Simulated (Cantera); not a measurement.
## Catalytic stagnation flow on Pt

A jet of CH4 : O2 : N2 = 0.064 : 0.17 : 0.79 (molar parts), equivalence ratio 0.75 at 300 K and 8800 Pa hits a platinum plate 4.6 cm away at a mass flux of 0.02 kg/m²/s; the plate temperature is set and raised in steps from an oxygen-covered start.

Detailed kinetics in Cantera: Deutschmann's 1995 Pt surface mechanism with GRI-Mech 3.0 gas chemistry. Catalytic surfaces can have several steady states; this one follows from the mechanism file's or the stated starting coverage.

| plate T (K) | wall x CH4 | wall x O2 | wall x H2O | wall x OH | wall x CO | wall x CO2 | θ free Pt | θ O* | θ OH* |
|---|---|---|---|---|---|---|---|---|---|
| 900 | 0.0338 | 0.104 | 0.0539 | 4.57e-8 | 1.32e-5 | 0.0354 | 0.207 | 0.791 | 0.00185 |
| 950 | 0.0229 | 0.0812 | 0.0741 | 1.41e-7 | 1.26e-5 | 0.0489 | 0.287 | 0.711 | 0.00198 |
| 1000 | 0.0157 | 0.0661 | 0.0871 | 3.77e-7 | 1.21e-5 | 0.0577 | 0.368 | 0.630 | 0.00190 |
| 1050 | 0.0114 | 0.0571 | 0.0948 | 8.87e-7 | 1.19e-5 | 0.0630 | 0.446 | 0.552 | 0.00173 |
| 1100 | 0.00868 | 0.0515 | 0.0995 | 1.90e-6 | 1.22e-5 | 0.0662 | 0.520 | 0.479 | 0.00153 |
x: mole fraction at the wall; θ: surface coverage.
